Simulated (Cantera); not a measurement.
Charge: 1 mol BN, 13 mol O2, 49 mol H2, equilibrated at 10.0 mbar.

Equilibrium computed with Cantera from the NASA thermochemical tables; the gas is ideal and each condensed phase is pure. Candidate condensed phases: B, BN, B2O3, B3O3H3, H2O; 39 gas species. Gases not in the tables: H3BO3. Kinetics and transport are ignored.

x: gas mole fraction; n: condensed amount in mol.

```tsv
T (°C)	x H2	x H2O	x HBO2	x N2	x (HBO2)3	x H	n B2O3(l)
700	0.495	0.493	0.000103	0.0101	0.00111	7.61e-9	0.415
750	0.495	0.494	0.000295	0.0101	0.000862	2.91e-8	0.429
800	0.495	0.494	[?]	0.0101	[?]	[?]	0.430
850	0.495	0.493	0.00180	0.0101	0.000548	3.00e-7	0.415
900	0.494	0.491	0.00393	0.0101	0.000446	8.29e-7	0.369
950	0.493	0.488	0.00801	0.0101	0.000367	2.11e-6	0.273
1000	0.491	0.483	0.0154	0.0100	0.000303	5.00e-6	0.0940
1050	0.490	0.480	0.0197	0.0100	8.89e-5	1.11e-5	0
1100	0.490	0.480	0.0199	0.0100	1.48e-5	2.33e-5	0
1150	0.490	0.480	0.0199	0.01000	[?]	[?]	0
1200	0.490	0.480	0.0199	0.01000	5.73e-7	8.86e-5	0
1250	0.490	0.480	0.0199	0.01000	1.33e-7	0.000162	0
1300	0.490	0.480	0.0199	0.01000	3.39e-8	0.000285	0
1350	0.490	0.480	0.0199	0.01000	9.46e-9	0.000484	0
```

**Question.** Complete the blanks.

**Answer.** 
- 800, x HBO2: 0.000762
- 800, x (HBO2)3: 0.000682
- 800, x H: 9.86e-8
- 1150, x (HBO2)3: 2.75e-6
- 1150, x H: 4.65e-5
